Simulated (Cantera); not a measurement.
Input: 1 mol CS₂, 1.1 mol H₂, 3 mol N₂, equilibrated at 2448 K and 1800000 Pa.

Method: chemical equilibrium by Gibbs-energy minimisation in Cantera with the NASA 1993 tables (ideal gas, pure condensed phases). Candidate condensed phases: C, C₆H₆, C₇H₈, C₈H₁₈, S; 100 gas species. Equilibrium is a limit: real reactors are often held back by kinetics, nucleation or transport.

Base state: N₂ 0.572, H₂ 0.167, CS₂ 0.119, CS 0.0446, S₂ 0.0322, H₂S 0.0277, HCN 0.0191, SH 0.0118 (mole fractions); condensed: C(graphite).

Task: What changes in the equilibrium state with this change: pressure from 1800000 Pa to 8100 Pa?

Result: 
```json
[
 {"species": "N₂", "before": "0.572", "after": "0.529"},
 {"species": "H₂", "before": "0.167", "after": "0.169"},
 {"species": "CS", "before": "0.0446", "after": "0.141"},
 {"species": "CS₂", "before": "0.119", "after": "0.0320"},
 {"species": "S", "before": "0.00148", "after": "0.0280"},
 {"species": "H", "before": "0.00192", "after": "0.0287"},
 {"species": "H₂S", "before": "0.0277", "after": "0.00238"},
 {"species": "HCN", "before": "0.0191", "after": "0.00311"},
 {"species": "S₂", "before": "0.0322", "after": "0.0515"},
 {"species": "SH", "before": "0.0118", "after": "0.0150"},
 {"species": "CH₄", "before": "8.18e-5", "after": "6.32e-8"},
 {"species": "NH₃", "before": "1.02e-5", "after": "4.48e-8"},
 {"species": "CH₃", "before": "1.71e-5", "after": "1.96e-7"},
 {"species": "C₂N₂", "before": "3.23e-5", "after": "8.41e-7"},
 {"species": "C₂H₂ (acetylene)", "before": "0.00144", "after": "4.10e-5"},
 {"species": "C(graphite), mol", "before": "0.0308", "after": "0"}
]
```

Task: What changes in the equilibrium state with this change: CS₂ replaced by N₂O?

Result: 
```tsv
species	before	after
N₂	0.572	0.783
H₂O	0	0.194
H₂	0.167	0.0206
CS₂	0.119	0
CS	0.0446	0
S₂	0.0322	0
H₂S	0.0277	0
HCN	0.0191	0
SH	0.0118	0
HNC	0.00211	0
S	0.00148	0
C(graphite), mol	0.0308	0
```
Further candidate phases: H₂O.
